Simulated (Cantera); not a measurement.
An isothermal, constant-pressure homogeneous reactor starts with H₂ : O₂ : N₂ = 0.19 : 1 : 1.6 (molar parts), at 1325 K and 120 Pa.

Model: the H2/O2 subset of GRI-Mech 3.0, which has no nitrogen chemistry, integrated in Cantera. Radical loss at walls, strong at low pressure, is not modelled. The temperature is held fixed by assumption; the heat of reaction is taken as removed at once.

One state of this run: x H₂ = 0.00267; x O₂ = 0.314; x HO₂ = 1.40e-7; x H₂O₂ = 6.22e-9; x H₂O = 0.0544; x O = 0.0316; x H = 0.0173. x: mole fraction; the columns are a selection and need not sum to one.

Question: Which value of t (s) does it belong to?
A) 0.00202
B) 0.682
C) 6.00e-6
D) 0.000197

Answer: B, 0.682
